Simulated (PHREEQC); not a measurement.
Dissolve 0.056 mol HNO3 and 0.00012 mol CuCl2 per kg of water at 16 °C. Closed to the air; pH follows from the charge balance.

Equilibrium calculation in PHREEQC: ion-association model, phreeqc.dat.

This is a speciation only: nothing precipitates in the calculation.

Predict the pH, specific conductance, density.

pH 1.32; specific conductance 16400 µS/cm; density 1.001 g/cm³.
